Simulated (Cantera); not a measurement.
Silicon nitride deposition: SiF4 + NH3 + H2

Feed: 1 mol SiF4, 6.2 mol NH3, 0.59 mol H2, at 927 °C and 0.200 bar.

Equilibrium computed with Cantera from the NASA thermochemical tables; the gas is ideal and each condensed phase is pure. Candidate condensed phases: Si, Si3N4; 37 gas species. The tables' values for SiF3 are old estimates; treat these amounts as uncertain. Rates play no part.

```yaml
x(H2): 0.705
x(N2): 0.221
x(SiF4): 0.0702
x(HF): 0.00197
x(SiHF3): 0.000825
x(SiF3): 0.000142
x(NH3): 1.07e-5
x(SiH2F2): 4.76e-6
n(Si3N4(s)): 0.00116 mol
gas_amount: 13.99 mol
log10 activity of Si(s) (absent): -4.13
```
